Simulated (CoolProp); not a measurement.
Saturation properties of propylene (Tc = 364.2 K, pc = 4.555 MPa, ω = 0.146).

Model: reference Helmholtz-energy equation of state, Lemmon 2013, in CoolProp.

| T (K) | p (MPa) | enthalpy of vaporisation (kJ/kg) | liquid viscosity (µPa s) | vapour viscosity (µPa s) |
|---|---|---|---|---|
| 176.9 | 0.005444 | 488.6 | 371 | 5.01 |
| 187.5 | 0.01196 | 478.2 | 316 | 5.30 |
| 198.1 | 0.02385 | 467.7 | 273 | 5.60 |
| 208.6 | 0.04368 | 457.0 | 239 | 5.89 |
| 219.2 | 0.07526 | 445.8 | 210 | 6.18 |
| 229.8 | 0.1225 | 434.1 | 187 | 6.47 |
| 240.4 | 0.1901 | 421.7 | 166 | 6.77 |
| 251 | 0.2832 | 408.5 | 149 | 7.08 |
| 261.6 | 0.4071 | 394.4 | 134 | 7.42 |
| 272.2 | 0.5677 | 379.0 | 121 | 7.78 |
| 282.8 | 0.7711 | 362.3 | 110 | 8.19 |
| 293.4 | 1.024 | 343.8 | 99.4 | 8.67 |
| 304 | 1.332 | 323.2 | 89.9 | 9.22 |
| 314.6 | 1.703 | 300.0 | 81.0 | 9.90 |
| 325.2 | 2.145 | 273.1 | 72.5 | 10.7 |

It boils at 225.5 K under 1 atm.

Viscosity comes from a separate model (Huber 2003), an estimate that may be off by 10 % or more.
